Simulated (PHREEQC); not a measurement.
## Copper plating or etch bath: speciation

Dissolve 0.021 mol/kgw Cu(BF4)2, 0.00215 mol/kgw H2SO4 and 0.019 mol/kgw Na2SO4 at 25 °C. Closed to the air; pH follows from the charge balance.

Computed with PHREEQC (ion-association model, phreeqc.dat).

Precipitation was switched off in this run.

**Question.** What pH, ionic strength does the model give?

**Answer.** pH 2.54; ionic strength 0.0986 mol/kgw.

**Question.** In which forms is Na present?

**Answer.** Na+ 98 %, NaSO4- 2.3 % of the Na.

Species that the database lacks are ignored. Real BF4- forms and hydrolyses slowly; the run takes it at equilibrium.
